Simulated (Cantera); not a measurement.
Mixture: H2 : O2 : N2 = 1 : 0.633 : 4.3 (molar parts), equivalence ratio 0.79, at 1650 Torr, adiabatic and at constant volume. Ignition delay is the time to a rise of 400 K.

Detailed kinetics in Cantera: the H2/O2 subset of GRI-Mech 3.0, which has no nitrogen chemistry. The hydrogen kinetics of GRI-Mech 3.0 are dated; newer H2 mechanisms differ, most at raised pressure.

Task: What does this change do: N2 4.3 to 7.9 parts?

Result: 
| quantity | before | after |
|---|---|---|
| delay at 1000 K | 8.51 ms | 11.2 ms |
| delay at 1050 K | 0.270 ms | 0.406 ms |
| delay at 1100 K | 85.6 µs | 0.140 ms |
| delay at 1150 K | 49.9 µs | 83.9 µs |
| delay at 1200 K | 34.4 µs | 58.9 µs |
| delay at 1250 K | 25.7 µs | 45.1 µs |
| apparent activation energy between 1150 and 1250 K | 79 kJ/mol | 74 kJ/mol |

Task: What does this change do: N2 4.3 to 10 parts?

Result: 
```json
[
 {"quantity": "delay at 1000 K", "before": "8.51 ms", "after": "12.6 ms"},
 {"quantity": "delay at 1050 K", "before": "0.270 ms", "after": "0.490 ms"},
 {"quantity": "delay at 1100 K", "before": "85.6 µs", "after": "0.174 ms"},
 {"quantity": "delay at 1150 K", "before": "49.9 µs", "after": "0.106 ms"},
 {"quantity": "delay at 1200 K", "before": "34.4 µs", "after": "75.3 µs"},
 {"quantity": "delay at 1250 K", "before": "25.7 µs", "after": "58.7 µs"},
 {"quantity": "apparent activation energy between 1150 and 1250 K", "before": "79 kJ/mol", "after": "70 kJ/mol"}
]
```

Task: What does this change do: N2 4.3 to 2.5 parts?

Result: 
```csv
quantity,before,after
delay at 1000 K,8.51 ms,6.97 ms
delay at 1050 K,0.270 ms,0.208 ms
delay at 1100 K,85.6 µs,59.7 µs
delay at 1150 K,49.9 µs,34.1 µs
delay at 1200 K,34.4 µs,23.2 µs
delay at 1250 K,25.7 µs,17.2 µs
apparent activation energy between 1150 and 1250 K,79 kJ/mol,82 kJ/mol
```
